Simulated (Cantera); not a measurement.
Mixture: 10.5 % CH4, 13.7 % H2, 12.6 % O2, 63.2 % N2, equivalence ratio 2.2, at 530000 Pa, adiabatic and at constant volume. Ignition delay is the time to a rise of 400 K.

Computed with Cantera and GRI-Mech 3.0 (53 species, 325 reactions). Below about 1000 K GRI-Mech 3.0 lacks low-temperature oxidation paths. Below about 950 K walls govern HO2 and H2O2 in real vessels.

### Question
Predict: delay at 900 K; delay at 1000 K; delay at 1100 K; delay at 1200 K; delay at 1300 K; delay at 1400 K; delay at 1500 K; apparent activation energy between 1300 and 1500 K.

### Answer
- delay at 900 K: 0.170 s
- delay at 1000 K: 10.2 ms
- delay at 1100 K: 1.05 ms
- delay at 1200 K: 0.318 ms
- delay at 1300 K: 0.148 ms
- delay at 1400 K: 77.0 µs
- delay at 1500 K: 42.2 µs
- apparent activation energy between 1300 and 1500 K: 100 kJ/mol
